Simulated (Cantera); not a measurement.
# Silicon oxide and oxynitride deposition: SiH4 + O3 + N2

Charge: 1 mol SiH4, a varied amount of O3, 120 mol N2, held at 1075 K and 210 Torr.

These are equilibrium values from Cantera (NASA tables, ideal gas, pure condensed phases), not measurements of a reactor. Candidate condensed phases: H2O, Si, SiO2, Si2N2O, Si3N4; 35 gas species. N2 is the only nitrogen source here; it is nearly inert below about 1500 K, so the nitride shown seldom forms there in practice. Mutual solubility and eutectic melting of coexisting phases are not modelled. The numbers say what is thermodynamically allowed, not how fast it happens.

```
n(O3) (mol)   x N2      x O2      x H2    x H2O     x NO    x NO2  n SiO2(β-quartz)  n Si2N2O(s)
-----------  -----  --------  --------  -------  -------  -------  ----------------  -----------
0.61         0.984    <1e-12    0.0164  2.27e-6   <1e-12   <1e-12             0.886       0.0568
0.75         0.984    <1e-12    0.0143  0.00205   <1e-12   <1e-12              1.00            0
0.93         0.984    <1e-12   0.00992  0.00648   <1e-12   <1e-12              1.00            0
1.1          0.984    <1e-12   0.00574   0.0107   <1e-12   <1e-12              1.00            0
1.4          0.983  0.000817  7.59e-10   0.0164  4.69e-6  5.14e-9              1.00            0
1.8          0.978   0.00570  2.86e-10   0.0163  1.24e-5  3.58e-8              1.00            0
2.2          0.973    0.0105  2.09e-10   0.0162  1.68e-5  6.60e-8              1.00            0
2.7          0.967    0.0165  1.66e-10   0.0161  2.09e-5  1.03e-7              1.00            0
3.3          0.960    0.0236  1.38e-10   0.0160  2.49e-5  1.47e-7              1.00            0
4.1          0.951    0.0329  1.16e-10   0.0159  2.93e-5  2.04e-7              1.00            0
5.1          0.940    0.0442  9.86e-11   0.0157  3.38e-5  2.73e-7              1.00            0
6.3          0.927    0.0575  8.53e-11   0.0154  3.82e-5  3.52e-7              1.00            0
7.8          0.911    0.0736  7.41e-11   0.0152  4.29e-5  4.46e-7              1.00            0
```
x: gas mole fraction; n: condensed amount in mol.

At 0.61 mol O3 the condensed part is SiO2(β-quartz) + Si2N2O(s). From 0.75 mol O3 to 7.8 mol O3 the condensed part is SiO2(β-quartz).
